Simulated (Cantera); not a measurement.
An isothermal, constant-pressure homogeneous reactor starts with CH₄ : O₂ : N₂ = 0.0048 : 0.0043 : 1 (molar parts), equivalence ratio 2.2, at 925 K and 1.01 bar. Integrator tolerance rtol = 1e-08.

Cantera simulation using GRI-Mech 3.0 (53 species, 325 reactions); the numbers are that mechanism's predictions, not measurements. Below about 1000 K GRI-Mech 3.0 lacks low-temperature oxidation paths.

What does this change do: pressure from 1.01 bar to 6.90 bar?


```json
[
 {"quantity": "x(CH₄) at 300 s", "before": "0.00473 (gas-phase equilibrium 2.03e-7)", "after": "0.00158 (gas-phase equilibrium 9.26e-6)"},
 {"quantity": "x(O₂) at 300 s", "before": "0.00424 (gas-phase equilibrium <1e-12)", "after": "1.94e-6 (gas-phase equilibrium <1e-12)"},
 {"quantity": "x(H₂O₂) at 300 s", "before": "1.39e-9 (gas-phase equilibrium <1e-12)", "after": "4.94e-12 (gas-phase equilibrium <1e-12)"},
 {"quantity": "x(HCN) at 300 s", "before": "<1e-12 (gas-phase equilibrium 3.42e-9)", "after": "<1e-12 (gas-phase equilibrium 2.30e-8)"},
 {"quantity": "x(H₂) at 300 s", "before": "7.61e-6 (gas-phase equilibrium 0.00741)", "after": "0.00131 (gas-phase equilibrium 0.00738)"}
]
```

What does this change do: pressure from 1.01 bar to 7.50 bar?


| quantity | before | after |
|---|---|---|
| x(CH₄) at 300 s | 0.00473 (gas-phase equilibrium 2.03e-7) | 0.00159 (gas-phase equilibrium 1.09e-5) |
| x(O₂) at 300 s | 0.00424 (gas-phase equilibrium <1e-12) | 1.64e-6 (gas-phase equilibrium <1e-12) |
| x(H₂O₂) at 300 s | 1.39e-9 (gas-phase equilibrium <1e-12) | 3.97e-12 (gas-phase equilibrium <1e-12) |
| x(HCN) at 300 s | <1e-12 (gas-phase equilibrium 3.42e-9) | <1e-12 (gas-phase equilibrium 2.49e-8) |
| x(H₂) at 300 s | 7.61e-6 (gas-phase equilibrium 0.00741) | 0.00127 (gas-phase equilibrium 0.00738) |
